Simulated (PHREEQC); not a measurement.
Dissolve 0.00022 mol/kgw PbCl2, 0.0025 mol/kgw HBF4 and 0.00025 mol/kgw Zn(NO3)2 at 25 °C. Closed to the air; pH follows from the charge balance.

The numbers come from PHREEQC with the ion-association model, wateq4f.dat.

No solid was allowed to form.

Task: Estimate the pH, ionic strength.

Result: pH 2.63; ionic strength 0.00390 mol/kgw.

Task: In which forms is B present?

Result: BF4- 53 %, H3BO3 37 %, BF3OH- 6.5 %, BF2(OH)2- 2.9 % of the B.

Real BF4- forms and hydrolyses slowly; the run takes it at equilibrium.
